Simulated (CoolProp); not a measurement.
Hexamethyldisiloxane (MM) at several states: density (kg/m³) from the reference equation and from simpler models built on Tc = 518.7 K, pc = 1.931 MPa, ω = 0.418; each cubic takes its own stable root.

Model: reference Helmholtz-energy equation of state, Thol 2016, in CoolProp.

```
T (K)  p (MPa)   phase  reference
-----  -------  ------  ---------
408.3    0.012     gas     0.5769
386.9    0.576  liquid      660.1
316.3     1.47  liquid      742.8
```

Task: How far does each simpler model (van der Waals, Redlich-Kwong, Soave-Redlich-Kwong, Peng-Robinson) lie from the reference over these 3 states: mean and median of the absolute difference, and the worst?

Result: 
- van der Waals: mean 26.3 %, median 39.1 %, worst -39.7 % at 386.9 K and 0.576 MPa
- Redlich-Kwong: mean 8.1 %, median 11.1 %, worst -13.1 % at 386.9 K and 0.576 MPa
- Soave-Redlich-Kwong: mean 4.4 %, median 6.5 %, worst -6.7 % at 386.9 K and 0.576 MPa
- Peng-Robinson: mean 3.6 %, median 5.3 %, worst +5.6 % at 386.9 K and 0.576 MPa
